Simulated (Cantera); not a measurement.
Feed: 1 mol CuF2, 5.1 mol H2O, 160 mol N2, at 948 K.

Method: chemical equilibrium by Gibbs-energy minimisation in Cantera with the NASA 1993 tables (ideal gas, pure condensed phases). Candidate condensed phases: Cu, CuF2, CuO, Cu(OH)2, Cu2O, H2O; 45 gas species. The numbers say what is thermodynamically allowed, not how fast it happens.

Which condensed phases are stable at each of these points (P (Pa)): 0.100, 1, 10, 100, 1000, 10000, 100000?


| P (Pa) | condensed phases | Cu condensed (%) |
|---|---|---|
| 0.100 | Cu2O(s) | 99.9 |
| 1 | Cu2O(s) | 100.0 |
| 10 | Cu2O(s) | 100.0 |
| 100 | Cu2O(s) | 100.0 |
| 1000 | Cu2O(s) | 100.0 |
| 10000 | CuO(s) + Cu2O(s) | 100.0 |
| 100000 | CuO(s) + Cu2O(s) | 100.0 |

From 0.100 Pa to 10.0 mbar the condensed part is Cu2O(s). From 0.100 bar to 1.00 bar the condensed part is CuO(s) + Cu2O(s).
